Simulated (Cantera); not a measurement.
Mixture: CH4 : O2 : N2 = 1 : 1.05 : 3.68 (molar parts), at 1000000 Pa, adiabatic and at constant volume. Ignition delay is the time to a rise of 400 K.

Computed with Cantera and GRI-Mech 3.0 (53 species, 325 reactions).

Problem. What does this change do: O2 1.05 to 0.65 parts?

Solution. 
| quantity | before | after |
|---|---|---|
| delay at 1025 K | 67.9 ms | 0.131 s |
| delay at 1125 K | 15.8 ms | 31.6 ms |
| delay at 1225 K | 4.35 ms | 8.86 ms |
| delay at 1325 K | 1.35 ms | 2.78 ms |
| delay at 1425 K | 0.460 ms | 0.939 ms |
| apparent activation energy between 1325 and 1425 K | 170 kJ/mol | 170 kJ/mol |
